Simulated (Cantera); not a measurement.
Input: 1 mol SiCl4, 5.6 mol HCl, 11 mol H2, held at 0.370 bar.

Method: chemical equilibrium by Gibbs-energy minimisation in Cantera with the NASA 1993 tables (ideal gas, pure condensed phases). Candidate condensed phases: Si; 19 gas species. The tables' values for SiCl3 are old estimates; treat these amounts as uncertain. Equilibrium is a limit: real reactors are often held back by kinetics, nucleation or transport.

log p: log10 of the partial pressure in bar; nothing condenses.

```
T (K)  log p H2  log p HCl  log p SiCl4  log p SiCl2  log p SiCl3  log p SiHCl3  log p H
-----  --------  ---------  -----------  -----------  -----------  ------------  -------
575       -0.64      -0.93        -1.68         <-12       -11.80         -6.21     <-12
675       -0.64      -0.93        -1.68         <-12        -9.41         -5.27     <-12
775       -0.64      -0.93        -1.68          [?]        -7.64           [?]      [?]
875       -0.64      -0.93        -1.68        -9.13        -6.29         -4.05   -10.62
975       -0.64      -0.93        -1.68        -7.30        -5.22         -3.63    -9.26
1075      -0.64      -0.93        -1.69        -5.82        -4.36         -3.30    -8.15
1175      -0.64      -0.92        -1.70        -4.62        -3.65         -3.04    -7.23
1275      -0.64      -0.92        -1.73        -3.63        -3.09         -2.85    -6.45
1375      -0.65      -0.91          [?]          [?]        -2.67         -2.74      [?]
1475      -0.66      -0.88        -1.98        -2.33        -2.42         -2.78    -5.22
1575      -0.68      -0.86        -2.26        -2.03        -2.35         -2.95    -4.72
1675      -0.69      -0.84        -2.63        -1.88        -2.41         -3.22    -4.28
```

Problem. What belongs in the gaps?

Solution. 
- 1375, log p SiCl4: -1.81
- 1375, log p SiCl2: -2.86
- 1375, log p H: -5.79
- 775, log p SiCl2: -11.45
- 775, log p SiHCl3: -4.57
- 775, log p H: -12.32
